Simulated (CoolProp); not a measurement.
The numbers come from the reference Helmholtz-energy equation of state, Gao 2022 in CoolProp.

### Question
For n-perfluorohexane, give the phase and the density (kg/m³), cv (kJ/(kg K)), Joule-Thomson coefficient (K/MPa), isothermal compressibility (1/MPa) at 362 K and 4590 kPa; 215 K and 26.6 kPa.

### Answer
- 362 K and 4590 kPa: liquid; density 1510, cv 0.934, Joule-Thomson coefficient -0.141, isothermal compressibility 0.00538
- 215 K and 26.6 kPa: liquid; density 1910, cv 0.721, Joule-Thomson coefficient -0.391, isothermal compressibility 0.00124
